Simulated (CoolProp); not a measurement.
Vapour-liquid equilibrium of dimethyl ether (1) + methanol (2) at 16.25 °C; x and y are mole fractions of (1).

The numbers come from the multi-fluid Helmholtz-energy mixture model, Wu 2011 and de Reuck 1993; pair parameters Bell 2016 in CoolProp.

```csv
x,bubble pressure (MPa),y at the bubble point,dew pressure at overall composition x (MPa),liquid density (mol/L)
0.05,0.05914,0.826,0.01117,24.14
0.15,0.1406,0.930,0.01248,22.89
0.25,0.2030,0.954,0.01413,21.72
0.35,0.2498,0.965,0.01627,20.62
0.45,0.2855,0.971,0.01919,19.57
0.55,0.3142,0.975,0.02339,18.58
0.65,0.3400,0.979,0.02995,17.64
0.75,0.3664,0.983,0.04165,16.74
0.85,0.3964,0.988,0.06834,15.88
0.95,0.4330,0.995,0.1883,15.06
```

No azeotrope shows between x = 0.05 and 0.95.

The pair parameters rest on a limited set of measurements; away from them the model extrapolates. With so large a gap from Raoult's law the liquid may split in two, which this calculation doesn't test in full.
